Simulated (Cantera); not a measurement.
## Thermodynamics of silicon oxide and oxynitride deposition, feed SiF4 + O3 + N2

Input: 1 mol SiF4, 6.9 mol O3, 8.6 mol N2, at 1802 °C.

These are equilibrium values from Cantera (NASA tables, ideal gas, pure condensed phases), not measurements of a reactor. Candidate condensed phases: Si, SiO2, Si2N2O, Si3N4; 28 gas species. The tables' values for SiF3, SiO2, SiF2 are old estimates; treat these amounts as uncertain. The tables hold silica as quartz up to 1696 K and as liquid above; real silica turns to tridymite and cristobalite and melts near 1996 K. Kinetics and transport are ignored.

```
P (Pa)  log p O2  log p N2  log p O  log p SiF4  log p F  log p NO  n SiO2(l)
------  --------  --------  -------  ----------  -------  --------  ---------
5          -4.68     -4.71    -5.28       -5.75    -5.75     -6.34          0
36         -3.77     -3.83    -4.82       -4.79    -5.46     -5.44          0
260        -2.89     -2.96    -4.38       -3.90    -5.16     -4.56          0
1900       -2.01     -2.09    -3.94       -3.03    -4.84     -3.69          0
14000      -1.14     -1.23    -3.51       -2.16    -4.42     -2.82   0.000420
100000     -0.29     -0.37    -3.08       -1.30    -3.99     -1.97   0.000206
```
log p: log10 of the partial pressure in bar; n: condensed amount in mol.

From 5.00 Pa to 1900 Pa nothing is condensed. From 14000 Pa to 100000 Pa the condensed part is SiO2(l). The main Si-bearing gas is SiF4 throughout.
